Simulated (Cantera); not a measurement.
Cantera run, input and output.

```python
import numpy as np
import cantera as ct

gas = ct.Solution("h2o2.yaml")
gas.TPX = 600, 1000000, {'H2': 1, 'O2': 0.179, 'N2': 0.607}
flame = ct.FreeFlame(gas, width=0.008)
flame.set_refine_criteria(ratio=3, slope=0.08, curve=0.16)
flame.transport_model = "mixture-averaged"
flame.solve(loglevel=0, auto=True)
z, T = flame.grid, flame.T
thick = (T[-1] - T[0]) / np.gradient(T, z).max()
show = ['H2', 'O2', 'H', 'HO2', 'H2O', 'O']
print(f"laminar burning velocity  {flame.velocity[0] * 100:.3f} cm/s")
print(f"burnt temperature         {T[-1]:.1f} K")
print(f"thermal thickness         {thick * 1e3:.4f} mm")
print(f"grid points               {len(z)}")
z0 = z[flame.heat_release_rate.argmax()]
print(f"{'z/mm':>9s}{'T/K':>9s}{'u/(m/s)':>9s}" + "".join(f"{s:>11s}" for s in show))
rows = []
for k in (-3, -2, -1.5, -1, -0.5, -0.25, 0, 0.25, 0.5, 1, 2, 4, 8):
    zz = z0 + k * thick
    rows.append([k * thick, np.interp(zz, z, T), np.interp(zz, z, flame.velocity),
                 *(np.interp(zz, z, flame.X[gas.species_index(s)]) for s in show)])
    print(f"{rows[-1][0] * 1e3:9.3f}{rows[-1][1]:9.1f}{rows[-1][2]:9.3f}" + "".join(f"{x:11.3e}" for x in rows[-1][3:]))
```

Output:

```
laminar burning velocity  750.869 cm/s
burnt temperature         2134.0 K
thermal thickness         0.0268 mm
grid points               119
     z/mm      T/K  u/(m/s)         H2         O2          H        HO2        H2O          O
   -0.080    600.0    7.509  5.599e-01  1.002e-01  1.105e-14  2.824e-10  3.654e-09  2.879e-13
   -0.054    600.1    7.509  5.599e-01  1.002e-01  3.386e-12  2.974e-08  2.662e-07  8.691e-11
   -0.040    600.4    7.512  5.597e-01  1.003e-01  4.666e-11  2.592e-07  1.987e-06  1.120e-09
   -0.027    604.6    7.548  5.587e-01  1.005e-01  9.670e-09  8.945e-06  4.797e-05  5.489e-08
   -0.013    705.4    8.597  5.440e-01  1.010e-01  1.267e-04  8.220e-04  4.714e-03  1.313e-05
   -0.007   1000.7   11.813  5.100e-01  9.111e-02  3.113e-03  9.449e-04  3.427e-02  1.718e-04
    0.000   1369.3   15.827  4.591e-01  6.430e-02  1.408e-02  4.705e-04  9.353e-02  6.874e-04
    0.007   1629.6   18.729  4.137e-01  3.288e-02  2.701e-02  2.179e-04  1.545e-01  8.461e-04
    0.013   1770.5   20.315  3.892e-01  1.367e-02  3.337e-02  8.745e-05  1.911e-01  5.309e-04
    0.027   1887.1   21.578  3.780e-01  2.297e-03  3.245e-02  1.390e-05  2.137e-01  1.706e-04
    0.054   1970.8   22.421  3.812e-01  1.485e-04  2.424e-02  8.908e-07  2.192e-01  6.475e-05
    0.107   2035.1   23.044  3.870e-01  1.024e-05  1.556e-02  9.572e-08  2.209e-01  2.755e-05
    0.214   2079.9   23.469  3.913e-01  2.823e-06  9.096e-03  3.060e-08  2.220e-01  9.886e-06
```

Detailed kinetics in Cantera: the H2/O2 subset of GRI-Mech 3.0, which has no nitrogen chemistry. The hydrogen kinetics of GRI-Mech 3.0 are dated; newer H2 mechanisms differ, most at raised pressure. Burning velocities carry a grid error of a few per cent, more on coarse grids.
